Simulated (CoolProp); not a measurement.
Vapour-liquid equilibrium of CH2F2 (R32) (1) + R1234ze(E) (2) at 31.95 °C; x and y are mole fractions of (1).

Values from CoolProp's multi-fluid Helmholtz-energy mixture model, Tillner-Roth 1997 and Thol 2016; pair parameters Bell 2023.

Give the bubble pressure and the first vapour's composition at x = 0.2, 0.575, 0.875. Is there an azeotrope?

x = 0.2: 0.9153 MPa, y = 0.421; x = 0.575: 1.438 MPa, y = 0.766; x = 0.875: 1.845 MPa, y = 0.936. No azeotrope shows between x = 0.05 and 0.95.

The pair parameters rest on a limited set of measurements; away from them the model extrapolates.
